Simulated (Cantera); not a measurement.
## SiO₂ + MgO + H₂O (silicates and aluminates)

Charge: 1 mol SiO₂, 0.4 mol MgO, 2.3 mol H₂O, held at 46.0 Pa.

Equilibrium computed with Cantera from the NASA thermochemical tables; the gas is ideal and each condensed phase is pure. Candidate condensed phases: H₂O, Mg, MgO, Mg(OH)₂, MgSiO₃, Mg₂SiO₄, Si, SiO₂; 24 gas species. Mutual solubility and eutectic melting of coexisting phases are not modelled. The tables hold silica as quartz up to 1696 K and as liquid above; real silica turns to tridymite and cristobalite and melts near 1996 K. Condensed phases not in the tables: alloys, solid solutions and most ternary compounds. The numbers say what is thermodynamically allowed, not how fast it happens.

From 650 °C to 1350 °C the condensed part is MgSiO₃(s) + SiO₂(β-quartz).

| T (°C) | x H₂O | x H₂ | x O₂ | x OH | x H | x O | x SiO | n MgSiO₃(s) | n SiO₂(β-quartz) |
|---|---|---|---|---|---|---|---|---|---|
| 650 | 1.000 | 6.16e-7 | 3.04e-7 | 1.69e-8 | 8.95e-12 | <1e-12 | <1e-12 | 0.400 | 0.600 |
| 750 | 1.000 | 5.06e-6 | 2.48e-6 | 2.26e-7 | 4.34e-10 | 2.28e-11 | <1e-12 | 0.400 | 0.600 |
| 850 | 1.000 | 2.87e-5 | 1.39e-5 | 1.91e-6 | 1.06e-8 | 7.65e-10 | <1e-12 | 0.400 | 0.600 |
| 950 | 1.000 | 0.000123 | 5.89e-5 | 1.14e-5 | 1.56e-7 | 1.45e-8 | <1e-12 | 0.400 | 0.600 |
| 1050 | 0.999 | 0.000426 | 0.000201 | 5.18e-5 | 1.53e-6 | 1.76e-7 | 4.69e-12 | 0.400 | 0.600 |
| 1150 | 0.998 | 0.00124 | 0.000575 | 0.000190 | 1.09e-5 | 1.51e-6 | 4.41e-10 | 0.400 | 0.600 |
| 1250 | 0.995 | 0.00314 | 0.00143 | 0.000590 | 6.04e-5 | 9.73e-6 | 2.26e-8 | 0.400 | 0.600 |
| 1350 | 0.988 | 0.00707 | 0.00318 | 0.00158 | 0.000271 | 5.00e-5 | 7.09e-7 | 0.400 | 0.600 |
x: gas mole fraction; n: condensed amount in mol.
